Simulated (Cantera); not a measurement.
An adiabatic, constant-volume homogeneous reactor starts with CH3OH : O2 : N2 = 1 : 2.46 : 21.1 (molar parts), at 1198 K and 10.0 bar. Integrator tolerance rtol = 1e-08.

Detailed kinetics in Cantera: GRI-Mech 3.0 (53 species, 325 reactions). GRI-Mech 3.0 was tuned for natural gas; its chemistry of methanol as a main component is partial and can be far from experiment.

### Question
What does this change do: initial temperature 1198 to 1675 K?

### Answer
```
quantity                                                            before                                      after
---------------------------------  ---------------------------------------  -----------------------------------------
time of steepest temperature rise                                  2.14 ms                                    11.5 µs
temperature at 4.00 s                                               2113 K                                     2502 K
equilibrium temperature                                             2113 K                                     2502 K
x(CH3OH) at 4.00 s                   <1e-12 (gas-phase equilibrium <1e-12)      <1e-12 (gas-phase equilibrium <1e-12)
x(O2) at 4.00 s                      0.0359 (gas-phase equilibrium 0.0359)      0.0334 (gas-phase equilibrium 0.0334)
x(NO) at 4.00 s                    0.00441 (gas-phase equilibrium 0.00441)    0.00951 (gas-phase equilibrium 0.00951)
x(HCN) at 4.00 s                     <1e-12 (gas-phase equilibrium <1e-12)  1.25e-11 (gas-phase equilibrium 1.25e-11)
x(CH2O) at 4.00 s                    <1e-12 (gas-phase equilibrium <1e-12)  7.90e-12 (gas-phase equilibrium 7.90e-12)
x(C2H2) at 4.00 s                    <1e-12 (gas-phase equilibrium <1e-12)      <1e-12 (gas-phase equilibrium <1e-12)
```

### Question
What does this change do: 0.98 parts H2O added?

### Answer
| quantity | before | after |
|---|---|---|
| time of steepest temperature rise | 2.14 ms | 1.99 ms |
| temperature at 4.00 s | 2113 K | 2070 K |
| equilibrium temperature | 2113 K | 2070 K |
| x(CH3OH) at 4.00 s | <1e-12 (gas-phase equilibrium <1e-12) | <1e-12 (gas-phase equilibrium <1e-12) |
| x(O2) at 4.00 s | 0.0359 (gas-phase equilibrium 0.0359) | 0.0348 (gas-phase equilibrium 0.0348) |
| x(NO) at 4.00 s | 0.00441 (gas-phase equilibrium 0.00441) | 0.00381 (gas-phase equilibrium 0.00381) |
| x(HCN) at 4.00 s | <1e-12 (gas-phase equilibrium <1e-12) | <1e-12 (gas-phase equilibrium <1e-12) |
| x(CH2O) at 4.00 s | <1e-12 (gas-phase equilibrium <1e-12) | <1e-12 (gas-phase equilibrium <1e-12) |
| x(C2H2) at 4.00 s | <1e-12 (gas-phase equilibrium <1e-12) | <1e-12 (gas-phase equilibrium <1e-12) |
